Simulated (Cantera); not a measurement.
SiH2Cl2 + NH3 + N2 (silicon nitride deposition)

Feed: 1 mol SiH2Cl2, a varied amount of NH3, 1.3 mol N2, held at 1098.15 K and 0.240 Torr.

Equilibrium computed with Cantera from the NASA thermochemical tables; the gas is ideal and each condensed phase is pure. Candidate condensed phases: NH4Cl, Si, Si3N4; 28 gas species. The tables' values for SiCl3 are old estimates; treat these amounts as uncertain. Rates play no part.

From 0.32 mol NH3 to 1.4 mol NH3 the condensed part is Si3N4(s). The main Si-bearing gas is SiCl4 throughout. The share of Si in condensed phases is highest at 1.4 mol NH3 (97.7 %) and lowest at 0.32 mol NH3 (87.8 %).

```tsv
n(NH3) (mol)	x HCl	x H2	x N2	x SiCl4	x SiCl3	x SiCl2	x SiHCl3	n Si3N4(s)
0.32	0.471	0.221	0.270	0.0348	0.00155	0.000970	0.000238	0.293
0.38	0.467	0.233	0.267	0.0303	0.00140	0.000910	0.000221	0.296
0.46	0.460	0.249	0.263	0.0253	0.00123	0.000835	0.000200	0.301
0.55	0.451	0.266	0.260	0.0207	0.00106	0.000758	0.000178	0.305
0.66	0.439	0.286	0.257	0.0162	0.000882	0.000673	0.000154	0.310
0.79	0.424	0.308	0.254	0.0122	0.000714	0.000587	0.000129	0.314
0.95	0.405	0.334	0.252	0.00870	0.000554	0.000497	0.000105	0.318
1.1	0.386	0.356	0.250	0.00640	0.000441	0.000427	8.59e-5	0.322
1.4	0.352	0.395	0.248	0.00361	0.000287	0.000321	5.89e-5	0.326
```
x: gas mole fraction; n: condensed amount in mol.
